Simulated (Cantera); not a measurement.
A closed system holds: 1 mol Pb, 0.039 mol CO, 68 mol H₂.

These are equilibrium values from Cantera (NASA tables, ideal gas, pure condensed phases), not measurements of a reactor. Candidate condensed phases: C, C₆H₆, C₇H₈, C₈H₁₈, H₂O, Pb, PbO, PbO₂, Pb₃O₄; 113 gas species. Rates play no part.

Stable condensed phases, one row left out:

```
T in K \ P in Pa
              10      32     100     320    1000    3200   10000   32000  100000  320000 1000000
   1275        A       A       A       A       A       A       A       B       B       B       B
   1225        A       A       A       A       A       A       B       B       B       B       B
   1175        A       A       A       A       A       B       B       B       B       B       B
   1125        A       A       A       A       A       B       B       B       B       B       B
   1075        A       A       A       A       B       B       B       B       B       B       B
   1025        A       A       A       B       B       B       B       B       B       B       B
    925        A       B       B       B       B       B       B       B       B       B       B
    875        B       B       B       B       B       B       B       B       B       B       B
    825        B       B       B       B       B       B       B       B       B       B       B
    775        B       B       B       B       B       B       B       B       B       B       B
```

A: gas only; B: Pb.

Task: Give the row for 975 K.

Result: 10: gas only; 32: gas only; 100: Pb; 320: Pb; 1000: Pb; 3200: Pb; 10000: Pb; 32000: Pb; 100000: Pb; 320000: Pb; 1000000: Pb.
